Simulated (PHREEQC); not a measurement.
Solution (25 °C): 0.057 mol NH4HF2, 0.00011 mol H2SiF6 and 0.024 mol H3PO4 per kg of water. Closed to the air; pH follows from the charge balance.

Equilibrium calculation in PHREEQC: ion-association model, phreeqc.dat.

**Question.** The ionic strength comes out as 0.0592 mol/kgw. What activity coefficients do HF2-, F-, SiF6-2, NH4+, H+ get?

**Answer.** HF2- 0.81, F- 0.80, SiF6-2 0.44, NH4+ 0.79, H+ 0.85.

No solid was allowed to form. Species that the database lacks are ignored. SiF6-2 is the database's only silicon fluoride.
